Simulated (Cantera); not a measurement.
What does this Cantera script print?

```python
import numpy as np
import cantera as ct

gas_names = """
    H HNO HNO2 HNO3 HO2 H2 H2O H2O2 H2S H2SO4 N NH NH2 NH3 NH2OH NO NO2 NO3 N2 N2H2 N2H4 N2O O OH O2 O3
    S SH SN SO SO2 SO3 S2 S2O S8
""".split()
cond_names = """
    H2O(s) H2O(L) H2SO4(L) S(cr1) S(cr2) S(L)
""".split()


# ... load() reads the species with a 1 bar reference pressure and builds the phases ...
atoms = {
    'N2O': {'N': 2, 'O': 1},
    'O2': {'O': 2},
    'H2': {'H': 2},
    'SO2': {'S': 1, 'O': 2},
}
top_T = {}  # K; cautious upper limits of use, not melting points


# ... equilibrate(T, P, feed) seeds the gas with the atoms and calls Mixture.equilibrate('TP', solver="vcs", rtol=1e-11, max_steps=5000) ...
results = []
feed = {'N2O': 1, 'O2': 0.7, 'H2': 0.89, 'SO2': 0.096}  # mol
P = 1000  # Pa
for T in [1623, 1773, 1923, 2073, 2223, 2373, 2523, 2673, 2823, 2973, 3123]:
    mix = equilibrate(T, P, feed)
    results.append((T, P, feed, dict(zip(mix.species_names, mix.species_moles))))

top = {s: max(r[3][s] / sum(r[3][g] for g in gas_names) for r in results) for s in gas_names}
cols = sorted((s for s in top if top[s] > 0.0001), key=lambda s: -top[s])[:9]
seen = [c for c in cond_names if any(r[3].get(c, 0) > 1e-12 for r in results)]
print("log10 of partial pressures in bar; condensed amounts in mol")
print(f"{'T/K':>10s}" + "".join(f"{s[:9]:>10s}" for s in cols + seen))
for T, P, feed, n in results:
    ng = sum(n[g] for g in gas_names)
    print(f"{T:10.4g}" + "".join(f"{np.log10(max(n[s] / ng * P / 1e5, 1e-99)):10.3f}" for s in cols)
          + "".join(f"{n.get(c, 0):10.4g}" for c in seen))
```

Result:

```
log10 of partial pressures in bar; condensed amounts in mol
       T/K         O        N2       H2O         H        O2        OH        H2       SO2        NO
      1623    -6.002    -2.439    -2.490    -7.296    -2.562    -4.893    -6.271    -3.456    -4.781
      1773    -5.310    -2.440    -2.492    -6.341    -2.564    -4.451    -5.589    -3.457    -4.533
      1923    -4.726    -2.442    -2.497    -5.534    -2.569    -4.081    -5.015    -3.458    -4.327
      2073    -4.229    -2.446    -2.510    -4.845    -2.578    -3.769    -4.529    -3.462    -4.154
      2223    -3.803    -2.454    -2.536    -4.253    -2.595    -3.510    -4.119    -3.474    -4.011
      2373    -3.438    -2.470    -2.590    -3.747    -2.625    -3.303    -3.785    -3.502    -3.897
      2523    -3.127    -2.497    -2.694    -3.324    -2.674    -3.155    -3.535    -3.563    -3.816
      2673    -2.869    -2.542    -2.886    -2.988    -2.753    -3.082    -3.395    -3.683    -3.772
      2823    -2.666    -2.600    -3.208    -2.748    -2.880    -3.107    -3.392    -3.895    -3.770
      2973    -2.520    -2.658    -3.682    -2.606    -3.067    -3.239    -3.536    -4.229    -3.808
      3123    -2.429    -2.699    -4.271    -2.538    -3.317    -3.460    -3.788    -4.697    -3.876
```

Method: chemical equilibrium by Gibbs-energy minimisation in Cantera with the NASA 1993 tables (ideal gas, pure condensed phases).
